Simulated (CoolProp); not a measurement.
Vapour-liquid equilibrium of carbon dioxide (1) + R123 (2) at 238.2 K; x and y are mole fractions of (1).

Model: multi-fluid Helmholtz-energy mixture model, Span 1996 and Younglove 1994; pair parameters Bell 2016, in CoolProp.

| x | bubble pressure, mixture model (kPa) | bubble pressure, Raoult's law (kPa) | y, mixture model | y, Raoult's law |
|---|---|---|---|---|
| 0.05 | … | 64.95 | … | 0.927 |
| 0.2 | 178.7 | 244.9 | 0.976 | 0.984 |
| 0.35 | … | 424.8 | 0.988 | 0.992 |
| 0.5 | 483.5 | 604.7 | 0.994 | 0.996 |
| 0.65 | 681.4 | 784.7 | 0.997 | 0.998 |
| 0.8 | 904.2 | 964.6 | 0.999 | 0.999 |
| 0.95 | … | 1145 | 1.000 | 1.000 |

Q: Some entries are withheld; supply them.

A: 
- 0.05, bubble pressure, mixture model (kPa): 50.09
- 0.05, y, mixture model: 0.904
- 0.35, bubble pressure, mixture model (kPa): 317.8
- 0.95, bubble pressure, mixture model (kPa): 1132

The largest gap from Raoult's law is -27.0 % in bubble pressure, at x = 0.2. No azeotrope shows between x = 0.05 and 0.95.

Pair parameters are fitted to limited data, so mixtures are less certain than the pure fluids.
